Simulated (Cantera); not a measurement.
Feed: 1 mol Pb, 0.16 mol CO, 0.44 mol H₂, equilibrated at 1.00 bar.

Method: chemical equilibrium by Gibbs-energy minimisation in Cantera with the NASA 1993 tables (ideal gas, pure condensed phases). Candidate condensed phases: C, C₆H₆, C₇H₈, C₈H₁₈, H₂O, Pb, PbO, PbO₂, Pb₃O₄; 113 gas species. Kinetics and transport are ignored.

Q: Which condensed phases are stable at each of these points (T (°C)): 452, 552, 652, 752, 852, 952, 1052, 1152?

A: 
```
T (°C)     condensed phases  Pb condensed (%)
------  -------------------  ----------------
452     C(graphite) + Pb(l)             100.0
552     C(graphite) + Pb(l)             100.0
652     C(graphite) + Pb(l)             100.0
752     C(graphite) + Pb(l)             100.0
852     C(graphite) + Pb(l)             100.0
952                   Pb(l)              99.9
1052                  Pb(l)              99.8
1152                  Pb(l)              99.3
```

From 452 °C to 852 °C the condensed part is C(graphite) + Pb(l). From 952 °C to 1152 °C the condensed part is Pb(l).
